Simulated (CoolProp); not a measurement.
Vapour-liquid equilibrium of dimethyl ether (1) + n-hexane (2) at 0.0369 bar; x and y are mole fractions of (1).

Computed with CoolProp (multi-fluid Helmholtz-energy mixture model, Wu 2011 and Thol 2019; pair parameters Bell 2016).

Give the bubble temperature and the first vapour's composition at x = 0.125, 0.275, 0.8. Is there an azeotrope?

x = 0.125: -61.0 °C, y = 0.983; x = 0.275: -71.4 °C, y = 0.995; x = 0.8: -79.0 °C, y = 0.999. No azeotrope shows between x = 0.05 and 0.95.

Pair parameters are fitted to limited data, so mixtures are less certain than the pure fluids. With so large a gap from Raoult's law the liquid may split in two, which this calculation doesn't test in full.
